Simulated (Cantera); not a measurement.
# Gas activation for diamond growth

An isothermal, constant-pressure homogeneous reactor starts with 4.49 % CH₄, 95.5 % H₂, 0.0535 % N₂, at 1423 K and 0.0230 bar.

Computed with Cantera and GRI-Mech 3.0 (53 species, 325 reactions). GRI-Mech 3.0 stops at C3 and has no aromatics, soot or wall deposition, so with more carbon than oxygen in the feed, carbon stays in small species such as C2H2 where larger ones or solid carbon would form. Radical loss at walls, strong at low pressure, is not modelled.

| t (s) | x CH₄ | x H₂ | x C₂H₂ | x H | x C₂H |
|---|---|---|---|---|---|
| 7.00e-5 | 0.0449 | 0.955 | <1e-12 | 8.91e-9 | <1e-12 |
| 0.000449 | 0.0449 | 0.955 | <1e-12 | 5.77e-8 | <1e-12 |
| 0.00288 | 0.0449 | 0.955 | <1e-12 | 3.70e-7 | <1e-12 |
| 0.0185 | 0.0449 | 0.955 | 5.03e-12 | 2.37e-6 | <1e-12 |
| 0.118 | 0.0449 | 0.955 | 2.32e-8 | 1.43e-5 | <1e-12 |
| 0.759 | 0.0447 | 0.955 | 2.80e-5 | 3.30e-5 | 1.10e-12 |
| 4.86 | 0.0438 | 0.955 | 0.000450 | 3.33e-5 | 1.78e-11 |
| 31.2 | 0.0387 | 0.958 | 0.00288 | 3.42e-5 | 1.17e-10 |
| 200 | 0.0210 | 0.967 | 0.0113 | 3.82e-5 | 5.06e-10 |
x: mole fraction; the columns are a selection and need not sum to one.

Equilibrium at this temperature and pressure: CH₄ 0.00603, H₂ 0.975, C₂H₂ 0.0180, H 4.35e-5, C₂H 9.13e-10 (gas phase only).
